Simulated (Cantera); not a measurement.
Charge: 1 mol Pb, 2.3 mol H2, 0.22 mol CO, at 800 K.

Points: P (Pa) = 10, 68, 460, 3200, 22000, 150000, 1e+06.

Cantera's Mixture.equilibrate('TP', solver="vcs", rtol=1e-11, max_steps=5000) on the NASA tables stopped like this:

```
ERROR: FAILURE its = 5001!

*******************************************************************************
CanteraError thrown by MultiPhase::equilibrate:
VCS solver failed. Return code: -1
*******************************************************************************
```

Problem. What got this run through?

Solution. One answer among several that fit: The failure is numerical, not chemical. The same input converged with solver="gibbs", rtol=1e-10, max_steps=50000, and the result passed a check of the equilibrium conditions:
```
log10 of partial pressures in bar; condensed amounts in mol
      P/Pa        H2       CH4       H2O        CO       CO2        Pb     C(gr)     Pb(L)
        10    -4.040    -7.951    -7.732    -5.061    -8.127    -7.212  0.000374    0.9985
        68    -3.207    -6.286    -6.075    -4.237    -6.479    -7.212  0.002428    0.9998
       460    -2.379    -4.629    -4.466    -3.457    -4.919    -7.212   0.01227         1
      3200    -1.550    -2.972    -2.997    -2.816    -3.638    -7.212   0.01252         1
   2.2e+04    -0.748    -1.706    -1.727    -2.686    -3.040    -7.212         0         1
   1.5e+05     0.073    -0.802    -0.803    -3.323    -3.573    -7.212         0         1
     1e+06     0.897     0.024     0.024    -4.139    -4.387    -7.212         0         1
```

The gas is ideal and each condensed phase is pure.
